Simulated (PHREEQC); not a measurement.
Consider water at 95 °C with 0.092 mol/kgw KOH, 3.5e-05 mol/kgw CO2 and 5.2e-05 mol/kgw K2CO3. Closed to the air; pH follows from the charge balance.

Model: ion-association model, phreeqc.dat, run in PHREEQC.

This is a speciation only: nothing precipitates in the calculation.

**Question.** What pH, density does the model give?

**Answer.** pH 11.15; density 0.966 g/cm³.

**Question.** In which forms is C present?

**Answer.** CO3-2 96 %, HCO3- 4.2 % of the C.

Species that the database lacks are ignored. At this temperature some constants are extrapolated from 25 °C, and those without enthalpy data are left unchanged.
